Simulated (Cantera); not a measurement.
What does this Cantera script print?

```python
import numpy as np
import cantera as ct

gas_names = """
    H HO2 H2 H2O H2O2 Nb NbO NbO2 O OH O2 O3
""".split()
cond_names = """
    H2O(s) H2O(L) Nb(cr) Nb(L) NbO(s) NbO(L) NbO2(I) NbO2(II) NbO2(III) NbO2(L) Nb2O5(s) Nb2O5(L)
""".split()


# ... load() reads the species with a 1 bar reference pressure and builds the phases ...
atoms = {
    'Nb': {'Nb': 1},
    'H2O': {'H': 2, 'O': 1},
    'H2': {'H': 2},
}
top_T = {}  # K; cautious upper limits of use, not melting points


# ... equilibrate(T, P, feed) seeds the gas with the atoms and calls Mixture.equilibrate('TP', solver="vcs", rtol=1e-11, max_steps=5000) ...
results = []
T = 1575  # K
P = 100000  # Pa
for m in [0.084, 0.17, 0.34, 0.69, 1.4, 2.8, 5.6, 11, 23]:
    feed = {'Nb': 1, 'H2O': m, 'H2': 22}  # mol
    mix = equilibrate(T, P, feed)
    results.append((T, P, feed, dict(zip(mix.species_names, mix.species_moles))))
    x = sorted(zip(gas.X, gas.species_names), reverse=True)
    print(f"T = {T:g} K  P = {P:g} Pa  n(H2O) = {m:g} mol  gas = {mix.phase_moles(0):.4g} mol")
    print("   x: " + "  ".join(f"{s} {v:.3e}" for v, s in x if v > 1e-06))
    print("   condensed (mol): " + ("  ".join(f"{mix.phase(i).name} {mix.phase_moles(i):.4g}"
          for i in range(1, mix.n_phases) if mix.phase_moles(i) > 1e-12) or "none"))
```

It prints:

```
T = 1575 K  P = 100000 Pa  n(H2O) = 0.084 mol  gas = 22.08 mol
   x: H2 9.998e-01  H2O 1.127e-04  H 4.155e-05
   condensed (mol): Nb(cr) 0.9185  NbO(s) 0.08151
T = 1575 K  P = 100000 Pa  n(H2O) = 0.17 mol  gas = 22.17 mol
   x: H2 9.998e-01  H2O 1.127e-04  H 4.155e-05
   condensed (mol): Nb(cr) 0.8325  NbO(s) 0.1675
T = 1575 K  P = 100000 Pa  n(H2O) = 0.34 mol  gas = 22.34 mol
   x: H2 9.998e-01  H2O 1.127e-04  H 4.155e-05
   condensed (mol): Nb(cr) 0.6625  NbO(s) 0.3375
T = 1575 K  P = 100000 Pa  n(H2O) = 0.69 mol  gas = 22.69 mol
   x: H2 9.998e-01  H2O 1.127e-04  H 4.155e-05
   condensed (mol): Nb(cr) 0.3126  NbO(s) 0.6874
T = 1575 K  P = 100000 Pa  n(H2O) = 1.4 mol  gas = 23.4 mol
   x: H2 9.977e-01  H2O 2.218e-03  H 4.151e-05
   condensed (mol): NbO(s) 0.6519  NbO2(III) 0.3481
T = 1575 K  P = 100000 Pa  n(H2O) = 2.8 mol  gas = 24.8 mol
   x: H2 9.677e-01  H2O 3.226e-02  H 4.088e-05
   condensed (mol): NbO2(III) 1
T = 1575 K  P = 100000 Pa  n(H2O) = 5.6 mol  gas = 27.6 mol
   x: H2 8.876e-01  H2O 1.123e-01  H 3.915e-05
   condensed (mol): Nb2O5(s) 0.5
T = 1575 K  P = 100000 Pa  n(H2O) = 11 mol  gas = 33 mol
   x: H2 7.424e-01  H2O 2.576e-01  H 3.581e-05
   condensed (mol): Nb2O5(s) 0.5
T = 1575 K  P = 100000 Pa  n(H2O) = 23 mol  gas = 45 mol
   x: H2 5.444e-01  H2O 4.555e-01  H 3.066e-05
   condensed (mol): Nb2O5(s) 0.5
```

Method: chemical equilibrium by Gibbs-energy minimisation in Cantera with the NASA 1993 tables (ideal gas, pure condensed phases). Mutual solubility and eutectic melting of coexisting phases are not modelled. NbO: taken at fixed stoichiometry. Condensed phases not in the tables: the oxides between NbO2 and Nb2O5, N, O or C dissolved in the metal.
